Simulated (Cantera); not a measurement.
Input (Python, Cantera) and output of one run.

```python
import numpy as np
import cantera as ct

gas_names = """
    O2 CO NbO2
""".split()
cond_names = """
    C(gr) Ti(a) Ti(b) Ti(L) TiO2(ru) TiO2(L) Nb(cr) Nb(L)
""".split()


# ... load() reads the species with a 1 bar reference pressure and builds the phases ...
species = {s.name: s for s in load("nasa_gas.yaml", gas_names) + load("nasa_condensed.yaml", cond_names)}
# Each term lists the table entries of one substance; the one whose range holds T is used.
reactions = {
    '2 C + O2(g) = 2 CO(g)':
        [(-2, ['C(gr)']), (-1, ['O2']), (2, ['CO'])],
    'Ti + O2(g) = TiO2':
        [(-1, ['Ti(a)', 'Ti(b)', 'Ti(L)']), (-1, ['O2']), (1, ['TiO2(ru)', 'TiO2(L)'])],
    'Nb + O2(g) = NbO2(g)':
        [(-1, ['Nb(cr)', 'Nb(L)']), (-1, ['O2']), (1, ['NbO2'])],
}


def pick(names, T):
    return next(species[n] for n in names if species[n].thermo.min_temp <= T <= species[n].thermo.max_temp)


results = []
for label, terms in reactions.items():
    print(label)
    print("     T/K   dH/kJ  dS/(J/K)   dG/kJ   log10 K")
    for T in [1575, 1650, 1725, 1800, 1875, 1950, 2025, 2100]:
        used = [(nu, pick(names, T)) for nu, names in terms]
        dH = sum(nu * s.thermo.h(T) for nu, s in used) / 1e6
        dS = sum(nu * s.thermo.s(T) for nu, s in used) / 1e3
        dG = dH - T * dS / 1e3
        logK = -dG * 1e6 / (ct.gas_constant * T * np.log(10))
        results.append((label, T, dH, dS, dG, logK, [s.name for _, s in used]))
        print(f"{T:8g} {dH:8.1f} {dS:8.1f} {dG:8.1f} {logK:8.2f}")
```

Result:

```
2 C + O2(g) = 2 CO(g)
     T/K   dH/kJ  dS/(J/K)   dG/kJ   log10 K
    1575   -231.5    170.7   -500.3    16.59
    1650   -232.6    170.0   -513.1    16.24
    1725   -233.7    169.4   -525.8    15.92
    1800   -234.8    168.7   -538.5    15.63
    1875   -235.9    168.1   -551.2    15.35
    1950   -237.1    167.5   -563.7    15.10
    2025   -238.2    166.9   -576.3    14.87
    2100   -239.4    166.4   -588.8    14.65
Ti + O2(g) = TiO2
     T/K   dH/kJ  dS/(J/K)   dG/kJ   log10 K
    1575   -938.5   -176.5   -660.6    21.91
    1650   -938.0   -176.2   -647.4    20.49
    1725   -937.7   -175.9   -634.2    19.20
    1800   -937.4   -175.8   -621.0    18.02
    1875   -937.2   -175.7   -607.8    16.93
    1950   -951.7   -183.2   -594.6    15.93
    2025   -952.2   -183.4   -580.8    14.98
    2100   -952.6   -183.6   -567.1    14.10
Nb + O2(g) = NbO2(g)
     T/K   dH/kJ  dS/(J/K)   dG/kJ   log10 K
    1575   -209.8     18.7   -239.3     7.94
    1650   -210.5     18.3   -240.7     7.62
    1725   -211.4     17.8   -242.0     7.33
    1800   -212.2     17.3   -243.3     7.06
    1875   -213.1     16.8   -244.6     6.81
    1950   -214.1     16.3   -245.8     6.59
    2025   -215.1     15.8   -247.1     6.37
    2100   -216.2     15.3   -248.2     6.17
```

Source: NASA polynomial tables (part measured, part estimated), evaluated in Cantera. Condensed species are held in their standard states even where they would react or evaporate.
